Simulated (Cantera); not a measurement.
A perfectly stirred reactor is fed with CH4 : CO2 = 1 : 1.8 (molar parts), at 240000 Pa; it is held at 1973 K, and followed from long to short residence time.

Detailed kinetics in Cantera: GRI-Mech 3.0 (53 species, 325 reactions).

Q: What does this change do: CO2 1.8 to 2.8 parts?

A: 
```
quantity                  before     after
----------------------  --------  --------
x(CH4) at τ = 1.10 s     0.00171  0.000597
x(CO2) at τ = 1.10 s      0.0494     0.130
x(OH) at τ = 1.10 s      1.83e-5   3.53e-5
x(HO2) at τ = 1.10 s    5.41e-12  2.74e-11
x(C2H2) at τ = 1.10 s   0.000600   6.26e-5
x(CH4) at τ = 28.0 ms     0.0138   0.00862
x(CO2) at τ = 28.0 ms     0.0850     0.164
x(OH) at τ = 28.0 ms     2.81e-5   4.08e-5
x(HO2) at τ = 28.0 ms   1.35e-11  3.76e-11
x(C2H2) at τ = 28.0 ms    0.0275    0.0120
```

Q: What does this change do: temperature 1973 to 2050 K?

A: 
```json
[
 {"quantity": "x(CH4) at τ = 1.10 s", "before": "0.00171", "after": "0.000684"},
 {"quantity": "x(CO2) at τ = 1.10 s", "before": "0.0494", "after": "0.0466"},
 {"quantity": "x(OH) at τ = 1.10 s", "before": "1.83e-5", "after": "3.52e-5"},
 {"quantity": "x(HO2) at τ = 1.10 s", "before": "5.41e-12", "after": "1.73e-11"},
 {"quantity": "x(C2H2) at τ = 1.10 s", "before": "0.000600", "after": "0.000111"},
 {"quantity": "x(CH4) at τ = 28.0 ms", "before": "0.0138", "after": "0.00835"},
 {"quantity": "x(CO2) at τ = 28.0 ms", "before": "0.0850", "after": "0.0646"},
 {"quantity": "x(OH) at τ = 28.0 ms", "before": "2.81e-5", "after": "4.53e-5"},
 {"quantity": "x(HO2) at τ = 28.0 ms", "before": "1.35e-11", "after": "2.91e-11"},
 {"quantity": "x(C2H2) at τ = 28.0 ms", "before": "0.0275", "after": "0.0139"}
]
```
